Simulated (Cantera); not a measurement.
A closed system holds: 1 mol Si, 1.2 mol CO2, 5.4 mol H2, held at 925 K and 10000 Pa.

These are equilibrium values from Cantera (NASA tables, ideal gas, pure condensed phases), not measurements of a reactor. Candidate condensed phases: C, C6H6, C7H8, C8H18, H2O, Si, SiC, SiO2; 123 gas species. Equilibrium is a limit: real reactors are often held back by kinetics, nucleation or transport.

Base state: H2 0.911, CO 0.0605, CH4 0.0188, H2O 0.00820, CO2 0.00110 (mole fractions); condensed: C(graphite) + SiO2(β-quartz).

Q: What changes in the equilibrium state with this change: temperature from 925 K to 1075 K?

A: 
| species | before | after |
|---|---|---|
| H2 | 0.911 | 0.927 |
| CO | 0.0605 | 0.0684 |
| CH4 | 0.0188 | 0.00387 |
| CO2 | 0.00110 | 6.35e-5 |
| H2O | 0.00820 | 0.000801 |
| C(graphite), mol | 0.746 | 0.783 |
| SiO2(β-quartz), mol | 1.00 | 1.00 |

Q: What changes in the equilibrium state with this change: Si replaced by Si3N4?

A: 
| species | before | after |
|---|---|---|
| H2 | 0.911 | 0.852 |
| N2 | 0 | 0.131 |
| CH4 | 0.0188 | 0.0165 |
| CO | 0.0605 | 0.000157 |
| CO2 | 0.00110 | 7.43e-9 |
| NH3 | 0 | 2.83e-5 |
| H2O | 0.00820 | 1.99e-5 |
| C(graphite), mol | 0.746 | 1.10 |
| SiO2(β-quartz), mol | 1.00 | 0.599 |
| Si2N2O(s), mol | 0 | 1.20 |
Further candidate phases: Si2N2O, Si3N4.
